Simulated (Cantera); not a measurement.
Input: 1 mol Si₃H₈, 4.9 mol HCl, 34 mol H₂, at 440 Pa.

Equilibrium computed with Cantera from the NASA thermochemical tables; the gas is ideal and each condensed phase is pure. Candidate condensed phases: Si; 19 gas species. The feed counts by its element totals alone. Kinetics and transport are ignored.

Over these rows the condensed part is Si(s). Partial pressures as log10 of bar:

| T (K) | 1000/T (1/K) | log p SiHCl₃ | log p H₂ | log p HCl | log p SiCl₄ |
|---|---|---|---|---|---|
| 900 | 1.1111 | -4.66 | -2.37 | -4.27 | -4.01 |
| 975 | 1.0256 | -4.73 | -2.38 | -3.97 | -4.08 |
| 1050 | 0.9524 | ? | -2.38 | -3.74 | -4.23 |
| 1125 | 0.8889 | -5.08 | -2.39 | -3.58 | -4.51 |
| 1200 | 0.8333 | -5.46 | -2.40 | -3.50 | -5.00 |
| 1275 | 0.7843 | -5.92 | -2.40 | -3.48 | -5.61 |

Question: Fit log p(SiHCl₃) = a + b·(1000/T) to the five rows, give the apparent enthalpy, and predict the row at 1050 K.

Answer: Means: 1000/T = 0.9286, log p = -5.170. Sxy = 0.268044, Sxx = 0.0741959, so b = 3.61 and a = -5.170 − (3.61)×0.9286 = -8.52.
Apparent enthalpy: −19.145 × (3.61) = -69 kJ/mol. With the condensed phases at unit activity, Si(s) + 3 HCl(g) = SiHCl₃(g) + H₂(g) links this pressure to the main gases: over the six rows their terms move log p by +2.40 in all, so the slope isn't that reaction's ΔH° alone. The five rows lie within 0.23 of the line; that is curvature, so one enthalpy describes this range poorly.
Prediction at 1050 K: -8.52 + (3.61)×0.9524 = -5.08. The computed value is -4.85, 0.23 from the line.
